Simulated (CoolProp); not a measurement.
Methanol along the isotherm 215.85 °C: fugacity coefficient from the reference equation and from simpler models built on Tc = 240.2 °C, pc = 82.16 bar, ω = 0.565; each cubic takes its own stable root.

Values from CoolProp's reference Helmholtz-energy equation of state, de Reuck 1993.

```
p (bar)   phase  reference
-------  ------  ---------
31.6        gas     0.8431
63.2     liquid     0.6210
94.8     liquid     0.4339
126      liquid     0.3414
158      liquid     0.2846
190      liquid     0.2472
221      liquid     0.2215
253      liquid     0.2017
284      liquid     0.1870
316      liquid     0.1751
348      liquid     0.1655
379      liquid     0.1580
411      liquid     0.1515
```

**Question.** How far does each simpler model (van der Waals, Redlich-Kwong, Soave-Redlich-Kwong, Peng-Robinson) lie from the reference over these 13 states: mean and median of the absolute difference, and the worst?

**Answer.** 
- van der Waals: mean 49.2 %, median 50.3 %, worst +84.5 % at 215.85 °C and 411 bar
- Redlich-Kwong: mean 25.0 %, median 26.1 %, worst +39.9 % at 215.85 °C and 411 bar
- Soave-Redlich-Kwong: mean 14.4 %, median 14.8 %, worst +26.3 % at 215.85 °C and 411 bar
- Peng-Robinson: mean 7.4 %, median 7.4 %, worst +14.1 % at 215.85 °C and 411 bar

At some of these states van der Waals gives the other phase, because its saturation line lies elsewhere.
